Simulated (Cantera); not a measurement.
What does this Cantera script print?

```python
import numpy as np
import cantera as ct

gas = ct.Solution("gri30.yaml")
gas.TPX = 1248, 83000, {'CO': 0.003, 'O2': 0.0039, 'H2O': 0.00024, 'N2': 1}
reactor = ct.IdealGasConstPressureReactor(gas, energy="off", clone=False)
net = ct.ReactorNet([reactor])
net.rtol, net.atol = 1e-08, 1e-18
show = ['CO', 'O2', 'H2O', 'O', 'N2O', 'NO', 'HO2']
times = np.geomspace(0.0005, 80, 14)

steps = ct.SolutionArray(gas, extra=["t"])
rows = []
print(f"{'t/s':>10s}{'T/K':>9s}{'P/Pa':>11s}" + "".join(f"{s:>11s}" for s in show))
for t in times:
    while net.time < t:
        t_next = net.step()
        steps.append(gas.state, t=t_next)
    rows.append([np.interp(t, steps.t, y) for y in (steps.T, steps.P, *steps(*show).X.T)])
    print(f"{t:10.3e}{rows[-1][0]:9.1f}{rows[-1][1]:11.4g}" + "".join(f"{x:11.3e}" for x in rows[-1][2:]))
rate = np.gradient(steps.T, steps.t)
print("integrator steps:", len(steps.t))
if steps.T.max() > steps.T[0] + 200:
    print(f"time of steepest temperature rise: {steps.t[rate.argmax()]:.4e} s")
gas.TPX = 1248, 83000, {'CO': 0.003, 'O2': 0.0039, 'H2O': 0.00024, 'N2': 1}
gas.equilibrate("TP")
print(f"equilibrium (TP): T = {gas.T:.1f} K  " + "  ".join(f"{s} {gas[s].X[0]:.3e}" for s in show))
```

It prints:

```
       t/s      T/K       P/Pa         CO         O2        H2O          O        N2O         NO        HO2
 5.000e-04   1248.0    8.3e+04  2.979e-03  3.872e-03  2.383e-04  4.867e-10  4.738e-14  1.154e-17  9.975e-13
 1.257e-03   1248.0    8.3e+04  2.979e-03  3.872e-03  2.383e-04  1.254e-09  2.980e-13  7.683e-17  9.962e-12
 3.159e-03   1248.0    8.3e+04  2.979e-03  3.872e-03  2.383e-04  3.915e-09  2.086e-12  5.505e-16  1.235e-10
 7.942e-03   1248.0    8.3e+04  2.979e-03  3.872e-03  2.383e-04  2.878e-08  2.534e-11  6.809e-15  1.998e-09
 1.996e-02   1248.0    8.3e+04  2.973e-03  3.868e-03  2.379e-04  3.324e-06  3.209e-09  2.314e-12  1.636e-07
 5.018e-02   1248.0    8.3e+04  1.562e-03  3.102e-03  2.074e-04  1.419e-04  6.010e-07  1.655e-07  4.883e-07
 1.261e-01   1248.0    8.3e+04  3.001e-04  2.522e-03  2.310e-04  2.790e-05  8.054e-07  4.403e-07  2.718e-07
 3.171e-01   1248.0    8.3e+04  5.104e-05  2.408e-03  2.366e-04  4.888e-06  9.231e-07  5.369e-07  1.111e-07
 7.971e-01   1248.0    8.3e+04  7.441e-06  2.389e-03  2.379e-04  8.587e-07  8.308e-07  5.731e-07  2.847e-08
 2.004e+00   1248.0    8.3e+04  8.964e-07  2.386e-03  2.383e-04  1.697e-07  4.800e-07  5.867e-07  5.069e-09
 5.037e+00   1248.0    8.3e+04  1.001e-07  2.386e-03  2.385e-04  4.273e-08  1.128e-07  5.928e-07  9.112e-10
 1.266e+01   1248.0    8.3e+04  1.622e-08  2.386e-03  2.386e-04  1.103e-08  1.018e-08  5.956e-07  1.548e-10
 3.183e+01   1248.0    8.3e+04  4.887e-09  2.386e-03  2.386e-04  4.546e-09  3.060e-09  5.966e-07  4.867e-11
 8.000e+01   1248.0    8.3e+04  3.524e-09  2.386e-03  2.386e-04  3.618e-09  2.354e-09  5.968e-07  3.668e-11
integrator steps: 1716
equilibrium (TP): T = 1248.0 K  CO 3.499e-09  O2 2.370e-03  H2O 2.386e-04  O 3.580e-09  N2O 2.327e-09  NO 3.338e-05  HO2 3.617e-11
```

Model: GRI-Mech 3.0 (53 species, 325 reactions), integrated in Cantera.
